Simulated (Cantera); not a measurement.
Charge: 1 mol SiC, 0.021 mol O2, 43 mol N2, at 2175 K and 1.50 mbar.

Cantera equilibrium calculation (NASA polynomials, part measured and part estimated; ideal gas, pure solids and liquids). Candidate condensed phases: C, Si, SiC, SiO2, Si2N2O, Si3N4; 34 gas species. The tables' values for SiN are old estimates; treat these amounts as uncertain. Kinetics and transport are ignored.

Base state: N2 0.977, Si 0.0189, SiC2 0.00165, Si2C 0.00100, CO 0.000942, SiN 0.000128, CN 0.000117, Si2 2.82e-5 (mole fractions); condensed: C(graphite).

Question: What changes in the equilibrium state with this change: O2 from 0.021 to 0.33 mol?

Answer: 
| species | before | after |
|---|---|---|
| N2 | 0.977 | 0.964 |
| Si | 0.0189 | 0.0185 |
| CO | 0.000942 | 0.0146 |
| SiO | 1.26e-5 | 0.000191 |
| Si2N | 1.42e-5 | 1.35e-5 |
| C(graphite), mol | 0.764 | 0.156 |
